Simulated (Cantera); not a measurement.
Pyrogenic steam for wet oxidation

An isothermal, constant-pressure homogeneous reactor starts with 54.4 % H2, 30.2 % O2, 15.4 % N2, equivalence ratio 0.90, at 875 K and 36000 Pa.

Detailed kinetics in Cantera: the H2/O2 subset of GRI-Mech 3.0, which has no nitrogen chemistry. Below about 950 K walls govern HO2 and H2O2 in real vessels. The temperature is held fixed by assumption; the heat of reaction is taken as removed at once.

| t (s) | x H2 | x O2 | x H2O2 | x H2O | x HO2 |
|---|---|---|---|---|---|
| 1.00e-6 | 0.544 | 0.302 | <1e-12 | <1e-12 | <1e-12 |
| 8.36e-6 | 0.544 | 0.302 | <1e-12 | <1e-12 | 8.55e-12 |
| 6.99e-5 | 0.544 | 0.302 | <1e-12 | 7.22e-11 | 1.43e-10 |
| 0.000585 | 0.544 | 0.302 | 2.58e-11 | 3.51e-9 | 4.29e-9 |
| 0.00489 | 0.544 | 0.302 | 5.63e-9 | 1.11e-7 | 1.18e-7 |
| 0.0409 | 0.461 | 0.263 | 0.000156 | 0.113 | 1.73e-5 |
| 0.342 | 0.460 | 0.262 | 0.000574 | 0.115 | 3.08e-5 |
| 2.86 | 0.399 | 0.232 | 0.00170 | 0.198 | 4.86e-5 |
| 23.9 | 0.0936 | 0.0861 | 0.000409 | 0.618 | 2.69e-5 |
| 200 | 8.66e-5 | 0.0415 | 6.50e-8 | 0.747 | 3.33e-7 |
x: mole fraction; the columns are a selection and need not sum to one.

Equilibrium at this temperature and pressure: H2 7.66e-12, O2 0.0415, H2O2 4.14e-11, H2O 0.747, HO2 5.95e-11 (gas phase only).
